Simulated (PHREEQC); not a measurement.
Solution (80 °C): 0.1 mol/kgw CuCl2 and 0.0079 mol/kgw KCl. Closed to the air; pH follows from the charge balance.

The numbers come from PHREEQC with the ion-association model, phreeqc.dat.

| quantity | before | after |
|---|---|---|
| pH | 3.79 | 6.26 |
| ionic strength (mol/kgw) | 0.195 | 0.308 |
| SI of Sylvite (KCl) | -4.38 | -4.29 |

Problem. Name the change that produced these shifts.
A. CuCl2 from 0.1 to 0.01 mol/kgw
B. CuCl2 left out
C. CuCl2 replaced by SrCl2 at the same molality
D. KCl from 0.0079 to 0.0395 mol/kgw
E. CuCl2 replaced by (CH3)4NCl at the same molality

Solution. C, CuCl2 replaced by SrCl2 at the same molality

No solid was allowed to form. At this temperature some constants are extrapolated from 25 °C, and those without enthalpy data are left unchanged.
